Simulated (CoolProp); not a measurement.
A Linde-Hampson liquefier for oxygen: isothermal reversible compression at 200 K from 1 atm to 40 MPa, throttling to 1 atm, return gas leaving the recuperator 2 K below the feed. Each further row changes one setting.

Values from CoolProp's reference Helmholtz-energy equation of state, Schmidt 1985.

```csv
case,liquid yield per pass,compression work (kJ/kg of gas)
as stated,0.373,275
high pressure 80 MPa,0.334,321
warm-end temperature 230 K,0.286,332
warm-end gap 7 K,0.364,275
```
